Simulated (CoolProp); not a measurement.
Values from CoolProp's reference Helmholtz-energy equation of state, Zhou 2012.

Question: For p-xylene, give the phase and the isothermal compressibility (1/MPa), expansivity (1/kK) at 346.85 °C and 0.329 MPa; 346.85 °C and 0.749 MPa.

Answer: 
- 346.85 °C and 0.329 MPa: gas; isothermal compressibility 3.15, expansivity 1.81
- 346.85 °C and 0.749 MPa: gas; isothermal compressibility 1.46, expansivity 2.12
